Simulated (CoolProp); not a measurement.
1-butene along the isotherm 56.15 °C: Z from the reference equation and from simpler models built on Tc = 146.1 °C, pc = 4006 kPa, ω = 0.192; each cubic takes its own stable root.

The numbers come from the reference Helmholtz-energy equation of state, Lemmon 2005 in CoolProp. It is a short technical equation, of lower accuracy than the large ones.

```json
[
 {"p (kPa)": "31.7", "phase": "gas", "reference": "0.9939", "van der Waals": "0.9958", "Soave-Redlich-Kwong": "0.9944", "Peng-Robinson": "0.9940"},
 {"p (kPa)": "65", "phase": "gas", "reference": "0.9875", "van der Waals": "0.9914", "Soave-Redlich-Kwong": "0.9884", "Peng-Robinson": "0.9876"},
 {"p (kPa)": "134", "phase": "gas", "reference": "0.9738", "van der Waals": "0.9822", "Soave-Redlich-Kwong": "0.9758", "Peng-Robinson": "0.9742"},
 {"p (kPa)": "274", "phase": "gas", "reference": "0.9450", "van der Waals": "0.9628", "Soave-Redlich-Kwong": "0.9493", "Peng-Robinson": "0.9461"},
 {"p (kPa)": "563", "phase": "gas", "reference": "0.8795", "van der Waals": "0.9205", "Soave-Redlich-Kwong": "0.8904", "Peng-Robinson": "0.8839"},
 {"p (kPa)": "1160", "phase": "liquid", "reference": "0.04339", "van der Waals": "0.8175", "Soave-Redlich-Kwong": "0.04766", "Peng-Robinson": "0.04202"},
 {"p (kPa)": "2370", "phase": "liquid", "reference": "0.08810", "van der Waals": "0.1410", "Soave-Redlich-Kwong": "0.09633", "Peng-Robinson": "0.08504"},
 {"p (kPa)": "4880", "phase": "liquid", "reference": "0.1793", "van der Waals": "0.2798", "Soave-Redlich-Kwong": "0.1945", "Peng-Robinson": "0.1721"},
 {"p (kPa)": "10000", "phase": "liquid", "reference": "0.3602", "van der Waals": "0.5460", "Soave-Redlich-Kwong": "0.3863", "Peng-Robinson": "0.3428"}
]
```

At some of these states van der Waals gives the other phase, because its saturation line lies elsewhere.
